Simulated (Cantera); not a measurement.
Charge: 1 mol BF₃, 11 mol N₂, 0.1 mol H₂O, equilibrated at 1248 K and 360 Torr.

Method: chemical equilibrium by Gibbs-energy minimisation in Cantera with the NASA 1993 tables (ideal gas, pure condensed phases). Candidate condensed phases: B, BN, B₂O₃, B₃O₃H₃, H₂O; 62 gas species. Gases not in the tables: H₃BO₃. Rates play no part.

Base state: N₂ 0.906, BF₃ 0.0750, HF 0.0146, B₃O₃F₃ 0.00188, BOF 0.00164, H₂O 0.000900, HBO₂ 2.99e-5 (mole fractions); condensed: gas only.

Problem. What changes in the equilibrium state with this change: temperature from 1248 K to 1398 K?

Solution. 
| species | before | after |
|---|---|---|
| N₂ | 0.906 | 0.903 |
| BF₃ | 0.0750 | 0.0743 |
| HF | 0.0146 | 0.0156 |
| BOF | 0.00164 | 0.00651 |
| B₃O₃F₃ | 0.00188 | 0.000411 |
| H₂O | 0.000900 | 0.000365 |
| HBO₂ | 2.99e-5 | 4.93e-5 |
